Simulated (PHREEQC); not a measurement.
PHREEQC input (ion-association model, wateq4f.dat):

```
SOLUTION_MASTER_SPECIES
  An  An-  0  An  62.0  # stands for a non-complexing anion
SOLUTION_SPECIES
  An- = An-
    -log_k 0
    -gamma 3.0 0
  PO4-3 + 3H+ = H3PO4  # constants of phreeqc.dat
    -log_k 21.721
    -delta_h -10.1 kJ
PHASES
  Fix_H+
    H+ = H+
    -log_k 0
SOLUTION 1
  temp 25
  units mmol/kgw
  pH 7 charge
  F 0.012
  Na 50.062
  P 0.05
  An 50
END
SELECTED_OUTPUT 1
  -reset false
  -pH true
  -pe true
  -ionic_strength true
  -water true
  -totals F Na P
  -molalities Hfo_wOH Hfo_wOH2+ Hfo_wO- Hfo_sOH Hfo_sOH2+ Hfo_sO- Hfo_wF Hfo_wOHF- Hfo_wH2PO4 Hfo_wHPO4-
    Hfo_wPO4-2
USER_PUNCH 1
  -headings sigma psi
  10 PUNCH EDL("sigma", "Hfo"), EDL("psi", "Hfo")
PRINT
  -reset false
USE solution 1
SURFACE 1
  Hfo_wOH 0.000220225 600 0.098
  Hfo_sOH 5.50562e-06
EQUILIBRIUM_PHASES 1
  Fix_H+ -4 HAn 10
    -force_equality true
  O2(g) -0.68 10
END
# ... the last block is repeated for the other 12 points of pH, with NaOH or the acid as the point needs
```

Selected output (columns that matter, 9 of 13 rows; pH added in front):

```
pH	mu	F	Na	P	m_Hfo_wOH	m_Hfo_wOH2+	m_Hfo_wO-	m_Hfo_sOH	m_Hfo_sOH2+	m_Hfo_sO-	m_Hfo_wF	m_Hfo_wOHF-	sigma	psi
4	0.050237	7.1925e-06	0.050062	1.8578e-08	1.6037e-05	0.00014936	3.9445e-08	5.3369e-07	4.9706e-06	1.3127e-09	4.123e-06	6.8446e-07	0.18933	0.13729
5	0.050108	9.2113e-06	0.050062	1.904e-08	4.7478e-05	0.00011954	4.3198e-07	1.561e-06	3.9304e-06	1.4203e-08	1.7277e-06	1.061e-06	0.11406	0.11174
5.5	0.05009	1.0365e-05	0.050062	2.8129e-08	6.406e-05	0.00010365	9.0698e-07	2.0916e-06	3.3844e-06	2.9614e-08	8.3618e-07	7.9904e-07	0.078917	0.093526
6	0.050078	1.1198e-05	0.050062	5.4153e-08	7.7327e-05	9.0639e-05	1.5113e-06	2.512e-06	2.9445e-06	4.9095e-08	3.4574e-07	4.5606e-07	0.050321	0.07223
7	0.050066	1.1867e-05	0.050062	5.0763e-07	9.429e-05	7.354e-05	2.7695e-06	3.0429e-06	2.3733e-06	8.9379e-08	4.4723e-08	8.866e-08	0.012452	0.023541
8	0.050066	1.1976e-05	0.050062	9.5807e-06	0.00011829	5.5742e-05	5.7505e-06	3.6225e-06	1.707e-06	1.761e-07	5.6628e-09	1.858e-08	-0.011962	-0.022671
8.5	0.050089	1.1986e-05	0.050075	2.3098e-05	0.00014177	4.0048e-05	1.1496e-05	4.0376e-06	1.1406e-06	3.2743e-07	2.1479e-09	1.1756e-08	-0.021967	-0.039103
9	0.050142	1.1992e-05	0.050118	3.7108e-05	0.00015911	2.5183e-05	2.303e-05	4.2253e-06	6.6874e-07	6.1158e-07	7.6263e-10	7.4502e-09	-0.032813	-0.053797
10	0.050303	1.1998e-05	0.05028	4.9214e-05	0.00015565	1.0394e-05	5.3396e-05	3.9051e-06	2.6077e-07	1.3397e-06	7.4618e-11	1.7277e-09	-0.074745	-0.090783
```

H3PO4, which wateq4f.dat lacks, is added to it with the constant of phreeqc.dat.
